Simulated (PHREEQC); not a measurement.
## Polishing slurry liquid: speciation

Solution (20 °C): 6 mmol/kgw K2CO3 and 0.22 mmol/kgw CuSO4. Closed to the air; pH follows from the charge balance.

All values are PHREEQC results (ion-association model, wateq4f.dat), not measurements.

Precipitation was switched off in this run.

What pH does the model give?

pH 10.89.

In which forms is S present?

SO4-2 96 %, KSO4- 4.4 % of the S.

The solution is supersaturated, for example in Cu(OH)2, Malachite, so a real one may precipitate; this is no full list. The database's constant for dissolved Cu(OH)2 is higher than later reviews accept.
